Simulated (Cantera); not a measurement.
Input (Python, Cantera):

```python
import numpy as np
import cantera as ct

gas = ct.Solution("gri30.yaml")
gas.TPX = 398, 13000, {'CO': 1, 'H2': 0.4, 'CH4': 0.22, 'O2': 1.18, 'N2': 4.42}
flame = ct.FreeFlame(gas, width=0.17)
flame.set_refine_criteria(ratio=3, slope=0.08, curve=0.16)
flame.transport_model = "mixture-averaged"
flame.solve(loglevel=0, auto=True)
z, T = flame.grid, flame.T
thick = (T[-1] - T[0]) / np.gradient(T, z).max()
show = ['CO', 'H2', 'CH4', 'CO2', 'CH2CO', 'NO']
print(f"laminar burning velocity  {flame.velocity[0] * 100:.3f} cm/s")
print(f"burnt temperature         {T[-1]:.1f} K")
print(f"thermal thickness         {thick * 1e3:.4f} mm")
print(f"grid points               {len(z)}")
z0 = z[flame.heat_release_rate.argmax()]
print(f"{'z/mm':>9s}{'T/K':>9s}{'u/(m/s)':>9s}" + "".join(f"{s:>11s}" for s in show))
rows = []
for k in (-3, -2, -1.5, -1, -0.5, -0.25, 0, 0.25, 0.5, 1, 2, 4, 8):
    zz = z0 + k * thick
    rows.append([k * thick, np.interp(zz, z, T), np.interp(zz, z, flame.velocity),
                 *(np.interp(zz, z, flame.X[gas.species_index(s)]) for s in show)])
    print(f"{rows[-1][0] * 1e3:9.3f}{rows[-1][1]:9.1f}{rows[-1][2]:9.3f}" + "".join(f"{x:11.3e}" for x in rows[-1][3:]))
```

Output:

```
laminar burning velocity  148.967 cm/s
burnt temperature         2279.6 K
thermal thickness         3.1960 mm
grid points               193
     z/mm      T/K  u/(m/s)         CO         H2        CH4        CO2      CH2CO         NO
   -9.588    398.0    1.490  1.385e-01  5.540e-02  3.047e-02  1.788e-12  3.853e-15 -6.843e-16
   -6.392    398.0    1.490  1.385e-01  5.538e-02  3.047e-02  4.410e-10  5.192e-15 -2.820e-16
   -4.794    398.0    1.490  1.385e-01  5.530e-02  3.047e-02  1.654e-08  7.310e-14  9.617e-15
   -3.196    398.7    1.491  1.386e-01  5.476e-02  3.049e-02  4.268e-06  3.212e-11  1.303e-12
   -1.598    495.7    1.847  1.366e-01  5.017e-02  3.007e-02  2.476e-03  3.004e-08  2.039e-09
   -0.799    763.1    2.844  1.335e-01  4.304e-02  2.503e-02  8.726e-03  1.256e-07  3.835e-08
    0.000   1197.5    4.475  1.316e-01  3.109e-02  6.856e-03  2.697e-02  9.461e-07  3.112e-07
    0.799   1390.8    5.181  1.129e-01  1.692e-02  2.405e-04  5.445e-02  3.760e-08  1.114e-06
    1.598   1459.2    5.397  9.278e-02  1.265e-02  3.792e-06  7.675e-02  1.722e-10  2.307e-06
    3.196   1543.9    5.648  7.036e-02  1.303e-02  1.363e-09  1.018e-01  2.215e-14  4.983e-06
    6.392   1637.4    5.937  6.003e-02  1.364e-02  2.071e-14  1.141e-01  5.046e-19  9.832e-06
   12.784   1742.0    6.269  5.889e-02  1.289e-02  3.164e-17  1.166e-01  7.326e-20  1.697e-05
   25.568   1860.6    6.639  5.693e-02  1.139e-02  1.053e-17  1.201e-01  4.075e-20  2.729e-05
```

Cantera simulation using GRI-Mech 3.0 (53 species, 325 reactions); the numbers are that mechanism's predictions, not measurements. Burning velocities carry a grid error of a few per cent, more on coarse grids.
